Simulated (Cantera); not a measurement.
Charge: 1 mol K2CO3, 0.015 mol C, 0.036 mol CO2, at 10.0 mbar.

These are equilibrium values from Cantera (NASA tables, ideal gas, pure condensed phases), not measurements of a reactor. Candidate condensed phases: C, K, KO2, K2CO3, K2O, K2O2; 15 gas species. Rates play no part. All values below are at 2125 K.

Base state: K 0.555, CO2 0.268, O2 0.143, CO 0.0250, O 0.00625, KO 0.00308 (mole fractions); condensed: gas only.

**Question.** What changes in the equilibrium state with this change: C from 0.015 to 1.3 mol?

**Answer.** 
```
species   before     after
-------  -------  --------
K          0.555     0.461
CO        0.0250     0.370
CO2        0.268     0.169
O2         0.143  0.000260
KO       0.00308  0.000109
O        0.00625  0.000266
```
